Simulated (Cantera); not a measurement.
Standard-state values (1 bar) from the NASA 1993 polynomials, evaluated with Cantera. Values are per mole of reaction as written; species without (g) are pure solids or liquids, kept so even where they would boil at 1 bar.

Q: Between 423 and 523 K, where is each reaction favourable under standard conditions?
- 3 C + 4 TiCl3(g) = 3 CCl4(g) + 4 Ti
- TiCl4 = TiCl3 + Cl(g)

A: 
- 3 C + 4 TiCl3(g) = 3 CCl4(g) + 4 Ti: ΔG° is 1967 kJ at 423 K and 1989 kJ at 523 K; it stays positive (K < 1). ΔH° is 1877 kJ and ΔS° -214 J/K at 523 K.
- TiCl4 = TiCl3 + Cl(g): ΔG° is 182 kJ at 423 K and 178 kJ at 523 K; it stays positive (K < 1). ΔH° is 198 kJ and ΔS° 39 J/K at 523 K.
